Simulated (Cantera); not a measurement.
An adiabatic, constant-volume homogeneous reactor starts with 1.74 % C3H8, 18.7 % O2, 70.5 % N2, 9.01 % CO2, equivalence ratio 0.47, at 1650 K and 1700000 Pa.

Model: GRI-Mech 3.0 (53 species, 325 reactions), integrated in Cantera. GRI-Mech 3.0 was tuned for natural gas; its chemistry of propane as a main component is partial and can be far from experiment. The pressure lies above the range GRI-Mech 3.0 was tuned for (to about 10 atm).

**Question.** Predict: time of steepest temperature rise; temperature at 0.200 s; equilibrium temperature; x(O2) at 0.200 s; x(CO2) at 0.200 s; x(NO2) at 0.200 s; x(NO) at 0.200 s; x(HCO) at 0.200 s.

**Answer.** 
```
Item                                                                Result
---------------------------------  ---------------------------------------
time of steepest temperature rise                                  4.03 µs
temperature at 0.200 s                                              2606 K
equilibrium temperature                                             2606 K
x(O2) at 0.200 s                     0.0902 (gas-phase equilibrium 0.0902)
x(CO2) at 0.200 s                      0.134 (gas-phase equilibrium 0.134)
x(NO2) at 0.200 s                  4.61e-5 (gas-phase equilibrium 4.61e-5)
x(NO) at 0.200 s                     0.0168 (gas-phase equilibrium 0.0168)
x(HCO) at 0.200 s                  2.75e-9 (gas-phase equilibrium 2.75e-9)
```
